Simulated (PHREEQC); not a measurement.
A PHREEQC input (ion-association model, wateq4f.dat):

```
SOLUTION 1
  temp 25
  units mg/kgw
  pH 6.93
  pe 12.9
  Na 1.25
  K 0.333
  Ca 1.4
  Mg 1.28
  Cl 1.16
  S(6) 2.52 as S
  Alkalinity 8.66 as HCO3
  Pb 0.327
  Sr 0.106
END
USE solution 1
EQUILIBRIUM_PHASES 1
  Quartz 0 0.5
  CO2(g) -2.5 10
END
```

The run finishes without an error or a warning.

Its last state differs from that of the intended input:

```tsv
quantity	as run	intended
ionic strength (mol/kgw)	0.000450	0.000349
MgSO4 (mol/kgw)	7.74e-7	2.67e-7
CaSO4 (mol/kgw)	4.38e-7	1.51e-7
PbSO4 (mol/kgw)	3.81e-8	1.31e-8
NaSO4- (mol/kgw)	1.91e-8	6.45e-9
SI of Cerrusite (PbCO3)	-0.62	-0.60
```

### Question
One thing in the input isn't as intended. What explains the difference?

### Answer
Several could match; the one computed here: The fault: sulfate typed 'as S' though the number is for SO4. The line should read `as SO4` where the input has `as S`.
